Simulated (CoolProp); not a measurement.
The fluoroketone C6F12O (FK-5-1-12) along the isotherm 488.3 K: fugacity coefficient from the reference equation and from simpler models built on Tc = 441.8 K, pc = 1.869 MPa, ω = 0.471; each cubic takes its own stable root.

Computed with CoolProp (reference Helmholtz-energy equation of state, McLinden 2015).

```csv
p (MPa),phase,reference
0.216,gas,0.9724
0.431,gas,0.9455
0.647,gas,0.9190
0.863,gas,0.8929
1.08,gas,0.8670
1.29,gas,0.8424
1.51,gas,0.8168
1.73,gas,0.7916
1.94,supercritical,0.7679
2.16,supercritical,0.7432
2.37,supercritical,0.7200
2.59,supercritical,0.6961
2.8,supercritical,0.6737
```

Q: How far does each simpler model (van der Waals, Redlich-Kwong, Soave-Redlich-Kwong, Peng-Robinson) lie from the reference over these 13 states: mean and median of the absolute difference, and the worst?

A: 
- van der Waals: mean 0.8 %, median 0.2 %, worst -3.3 % at 488.3 K and 2.8 MPa
- Redlich-Kwong: mean 1.8 %, median 1.6 %, worst -3.9 % at 488.3 K and 2.8 MPa
- Soave-Redlich-Kwong: mean 0.9 %, median 0.8 %, worst +2.0 % at 488.3 K and 2.8 MPa
- Peng-Robinson: mean 1.6 %, median 1.8 %, worst -2.4 % at 488.3 K and 2.59 MPa
